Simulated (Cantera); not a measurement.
An isothermal, constant-pressure homogeneous reactor starts with 0.636 % H₂, 99.4 % O₂, at 1148 K and 1330 Pa.

Cantera simulation using the H2/O2 subset of GRI-Mech 3.0, which has no nitrogen chemistry; the numbers are that mechanism's predictions, not measurements. Radical loss at walls, strong at low pressure, is not modelled.

x: mole fraction; the columns are a selection and need not sum to one.

```csv
t (s),x H₂,x O₂,x H,x HO₂,x OH
0.000200,0.00636,0.994,1.33e-10,4.16e-10,3.02e-10
0.000493,0.00636,0.994,2.15e-10,(withheld),9.95e-10
0.00121,0.00636,0.994,5.54e-10,(withheld),3.83e-9
0.00299,0.00636,0.994,4.15e-9,(withheld),3.36e-8
0.00737,0.00635,0.994,4.84e-7,(withheld),3.98e-6
0.0182,0.000370,0.988,0.000357,(withheld),0.000831
0.0447,1.66e-5,0.989,0.000171,(withheld),0.000406
0.110,1.26e-5,0.990,0.000113,(withheld),0.000354
0.271,7.23e-6,0.991,4.86e-5,(withheld),0.000269
0.669,2.80e-6,0.993,1.17e-5,(withheld),0.000168
1.65,7.51e-7,0.993,1.64e-6,(withheld),8.75e-5
4.06,1.66e-7,0.994,1.73e-7,(withheld),4.14e-5
10.0,3.58e-8,0.994,1.77e-8,(withheld),1.94e-5
```

**Question.** What belongs in the gaps?

**Answer.** 
- 0.000493, x HO₂: 1.03e-9
- 0.00121, x HO₂: 2.54e-9
- 0.00299, x HO₂: 6.43e-9
- 0.00737, x HO₂: 4.34e-8
- 0.0182, x HO₂: 1.23e-6
- 0.0447, x HO₂: 7.15e-7
- 0.110, x HO₂: 6.28e-7
- 0.271, x HO₂: 4.77e-7
- 0.669, x HO₂: 2.89e-7
- 1.65, x HO₂: 1.34e-7
- 4.06, x HO₂: 4.86e-8
- 10.0, x HO₂: 1.51e-8
